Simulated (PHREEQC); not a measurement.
KBr is added in steps, without added water, to 1 kg of water holding 2.8 mmol/kgw CdSO4, 0.41 mmol/kgw NaOH and 0.039 mmol/kgw FeSO4, at 20 °C. The system is closed to oxygen. CO2 from the air is kept out. The run lets Cd(OH)2, Mirabilite, Melanterite precipitate or redissolve, and no other solid.

Base run: PHREEQC, ion-association model, wateq4f.dat. Each further column changes one thing. The table gives pH.

| KBr added (mol) | base | NaOH from 0.00041 to 0.00205 mol/kgw | NaOH replaced by NaCl at the same molality | 0.0018 mol/kgw H2SO4 added |
|---|---|---|---|---|
| 0 | 8.26 | 8.34 | 6.50 | 2.61 |
| 0.00035 | 8.26 | 8.35 | 6.51 | 2.61 |
| 0.0008167 | 8.27 | 8.36 | 6.52 | 2.61 |
| 0.001167 | 8.28 | 8.36 | 6.52 | 2.61 |
| 0.001633 | 8.29 | 8.37 | 6.53 | 2.62 |
| 0.001983 | 8.29 | 8.38 | 6.53 | 2.62 |
| 0.00245 | 8.30 | 8.38 | 6.54 | 2.62 |
| 0.0028 | 8.30 | 8.39 | 6.54 | 2.62 |

 Solids allowed in the column 'NaOH replaced by NaCl at the same molality': Cd(OH)2, CdOHCl, Halite, Mirabilite, Melanterite.
